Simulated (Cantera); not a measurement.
A closed system holds: 1 mol C, 1.2 mol NH3, 1.1 mol H2, at 1475 K and 1130 Torr.

Method: chemical equilibrium by Gibbs-energy minimisation in Cantera with the NASA 1993 tables (ideal gas, pure condensed phases). Candidate condensed phases: C, C6H6, C7H8, C8H18; 92 gas species. The numbers say what is thermodynamically allowed, not how fast it happens.

Base state: H2 0.825, N2 0.172, CH4 0.00297, HCN 0.000333, NH3 3.11e-5 (mole fractions); condensed: C(graphite).

What changes in the equilibrium state with this change: 0.065 mol O2 added?


```json
[
 {"species": "H2", "before": "0.825", "after": "0.795"},
 {"species": "N2", "before": "0.172", "after": "0.166"},
 {"species": "CO", "before": "0", "after": "0.0358"},
 {"species": "H2O", "before": "0", "after": "8.82e-5"},
 {"species": "NH3", "before": "3.11e-5", "after": "2.89e-5"},
 {"species": "CH4", "before": "0.00297", "after": "0.00276"},
 {"species": "HCN", "before": "0.000333", "after": "0.000321"},
 {"species": "C(graphite), mol", "before": "0.988", "after": "0.859"}
]
```
Further candidate phases: H2O.

What changes in the equilibrium state with this change: C replaced by C2H5OH?


| species | before | after |
|---|---|---|
| H2 | 0.825 | 0.783 |
| CO | 0 | 0.133 |
| N2 | 0.172 | 0.0801 |
| H2O | 0 | 0.000323 |
| CO2 | 0 | 2.22e-5 |
| C(graphite), mol | 0.988 | 0.981 |
Further candidate phases: H2O.

What changes in the equilibrium state with this change: NH3 from 1.2 to 0.017 mol?


| species | before | after |
|---|---|---|
| H2 | 0.825 | 0.988 |
| N2 | 0.172 | 0.00748 |
| CH4 | 0.00297 | 0.00426 |
| HCN | 0.000333 | 7.60e-5 |
| NH3 | 3.11e-5 | 8.52e-6 |
| H | 9.62e-6 | 1.05e-5 |
| C(graphite), mol | 0.988 | 0.995 |
